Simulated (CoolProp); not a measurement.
A simple Rankine cycle with R1336mzz(Z): condensing at 330.15 K, boiler at 0.595 MPa, turbine inlet 368 K, turbine efficiency 0.7, pump efficiency 0.8, no recuperator. Each further row changes one setting.

Model: reference Helmholtz-energy equation of state, McLinden 2020, in CoolProp.

| case | thermal efficiency (%) | net work (kJ/kg) | heat in (kJ/kg) | turbine exit temperature (K) | volume ratio over the turbine |
|---|---|---|---|---|---|
| as stated | 5.8 | 10.6 | 182 | 348.8 | 2.83 |
| turbine inlet 388 K | 5.7 | 11.5 | 203 | 369.8 | 2.77 |
| condensing temperature 322.15 K | 7.0 | 13.4 | 192 | 344.7 | 3.66 |
| boiler pressure 0.416 MPa | 3.8 | 7.07 | 186 | 356.8 | 1.90 |
| turbine efficiency 0.6 | 5.0 | 9.00 | 182 | 350.4 | 2.85 |
